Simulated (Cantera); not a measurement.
# FeS₂ + SO₃ + CO₂ (roasting and sulfation)

A closed system holds: 1 mol FeS₂, 3.7 mol SO₃, 0.62 mol CO₂, held at 773.15 K and 1.50 bar.

These are equilibrium values from Cantera (NASA tables, ideal gas, pure condensed phases), not measurements of a reactor. Candidate condensed phases: C, Fe, Fe(CO)₅, FeO, FeS, FeSO₄, FeS₂, Fe₂O₃, Fe₂(SO₄)₃, Fe₃O₄, S; 25 gas species. Gases not in the tables: S₃ to S₇. Equilibrium is a limit: real reactors are often held back by kinetics, nucleation or transport.

The x(SO₂) comes out as 0.891 and the x(CO₂) comes out as 0.109. The x(S₂) is 0.000591 and the x(S₂O) is 0.000265. The x(COS) comes out as 2.91e-6 and the n(FeS₂(s)) comes out as 0.303 mol. The n(Fe₃O₄(s)) is 0.232 mol, the gas amount comes out as 5.709 mol and the log10 activity of S(l) (absent) is -1.08. The log10 activity of FeSO₄(s) (absent) is -1.39. The log10 activity of Fe(α) (absent) is -6.74.
